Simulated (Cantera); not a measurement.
## Equilibrium for abatement and gas-phase synthesis: HBr + O2

Charge: 1 mol HBr, 4.6 mol O2, held at 952 °C.

Method: chemical equilibrium by Gibbs-energy minimisation in Cantera with the NASA 1993 tables (ideal gas, pure condensed phases). Candidate condensed phases: Br2, H2O; 12 gas species. The ideal-gas law is rough above about 30 bar. Equilibrium is a limit: real reactors are often held back by kinetics, nucleation or transport.

From 10.0 Pa to 300 bar nothing is condensed.

```
P (Pa)     x O2      x Br   x H2O    x Br2    x HBr     x OH      x O
--------  -----  --------  ------  -------  -------  -------  -------
10        0.747     0.163  0.0824  0.00105  0.00654  5.21e-5  3.64e-6
120       0.755     0.143  0.0812  0.00971   0.0106  2.78e-5  1.06e-6
1400      0.779    0.0856  0.0833   0.0405   0.0118  1.54e-5  3.14e-7
17000     0.800    0.0326  0.0875   0.0712  0.00851  8.50e-6  9.13e-8
210000    0.809    0.0101  0.0903   0.0853  0.00503  4.62e-6  2.61e-8
2500000   0.812   0.00302  0.0918   0.0903  0.00281  2.51e-6  7.58e-9
30000000  0.813  0.000882  0.0926   0.0922  0.00153  1.35e-6  2.19e-9
```
x: gas mole fraction; nothing condenses.
